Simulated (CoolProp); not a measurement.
Vapour-liquid equilibrium of carbon dioxide (1) + R152A (2) at 282.1 K; x and y are mole fractions of (1).

Values from CoolProp's multi-fluid Helmholtz-energy mixture model, Span 1996 and Outcalt 1996; pair parameters Bell 2016.

Q: Give the bubble pressure and the first vapour's composition at x = 0.15, 0.25, 0.75. Is there an azeotrope?

A: x = 0.15: 0.8723 MPa, y = 0.607; x = 0.25: 1.224 MPa, y = 0.734; x = 0.75: 3.133 MPa, y = 0.942. No azeotrope shows between x = 0.05 and 0.95.

Pair parameters are fitted to limited data, so mixtures are less certain than the pure fluids.
